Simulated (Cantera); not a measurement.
Input: 1 mol MgCO3, 0.71 mol O2, 1.4 mol N2, at 1475 K and 58.0 mbar.

These are equilibrium values from Cantera (NASA tables, ideal gas, pure condensed phases), not measurements of a reactor. Candidate condensed phases: C, Mg, MgCO3, MgO; 28 gas species. Equilibrium is a limit: real reactors are often held back by kinetics, nucleation or transport.

Base state: N2 0.450, CO2 0.322, O2 0.228, NO 0.000850 (mole fractions); condensed: MgO(s).

### Question
What changes in the equilibrium state with this change: MgCO3 replaced by FeS?

### Answer
```tsv
species	before	after
N2	0.450	0.723
SO2	0	0.176
S2	0	0.0960
CO2	0.322	0
O2	0.228	2.41e-9
SO	0	0.00347
S2O	0	0.00178
S	0	3.90e-5
NO	0.000850	1.11e-7
MgO(s), mol	1.00	0
FeO(s), mol	0	0.727
FeS(l), mol	0	0.273
```
Metal and sulfide melt together well below either melting point, which pure phases cannot show. Mutual solubility and eutectic melting of coexisting phases are not modelled. The tables' stoichiometric FeO is somewhat more stable than real wüstite, so its field is too wide. FeO, FeS: taken at fixed stoichiometry. Further candidate phases: Fe, FeO, FeS, FeSO4, FeS2, Fe2O3, Fe2(SO4)3, Fe3O4, S.

### Question
What changes in the equilibrium state with this change: MgCO3 replaced by CaO?

### Answer
| species | before | after |
|---|---|---|
| N2 | 0.450 | 0.663 |
| O2 | 0.228 | 0.336 |
| NO | 0.000850 | 0.00125 |
| CO2 | 0.322 | 0 |
| MgO(s), mol | 1.00 | 0 |
| CaO(s), mol | 0 | 1.00 |
Further candidate phases: Ca, CaO.

### Question
What changes in the equilibrium state with this change: temperature from 1475 K to 1973 K?

### Answer
| species | before | after |
|---|---|---|
| N2 | 0.450 | 0.446 |
| CO2 | 0.322 | 0.318 |
| O2 | 0.228 | 0.226 |
| NO | 0.000850 | 0.00555 |
| CO | 9.35e-6 | 0.00292 |
| O | 5.69e-6 | 0.00107 |
| MgO(s), mol | 1.00 | 1.000 |
